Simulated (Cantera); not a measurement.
A perfectly stirred reactor is fed with C2H6 : N2 = 1 : 1.4 (molar parts), at 1.00 bar; it is held at 1650 K, and followed from long to short residence time.

Cantera simulation using GRI-Mech 3.0 (53 species, 325 reactions); the numbers are that mechanism's predictions, not measurements. GRI-Mech 3.0 stops at C3 and has no aromatics, soot or wall deposition, so with more carbon than oxygen in the feed, carbon stays in small species such as C2H2 where larger ones or solid carbon would form.

Problem. What does this change do: N2 1.4 to 4.3 parts?

Solution. 
```csv
quantity,before,after
x(C2H6) at τ = 1.80 s,2.58e-5,1.37e-5
x(H) at τ = 1.80 s,6.19e-5,4.93e-5
x(CH2) at τ = 1.80 s,1.62e-8,1.50e-8
x(HCN) at τ = 1.80 s,2.33e-7,5.23e-7
x(CH3) at τ = 1.80 s,0.000112,7.82e-5
x(C2H6) at τ = 43.0 ms,0.000504,0.000320
x(H) at τ = 43.0 ms,9.57e-5,8.13e-5
x(CH2) at τ = 43.0 ms,1.04e-7,1.19e-7
x(HCN) at τ = 43.0 ms,6.79e-8,2.11e-7
x(CH3) at τ = 43.0 ms,0.000441,0.000347
```
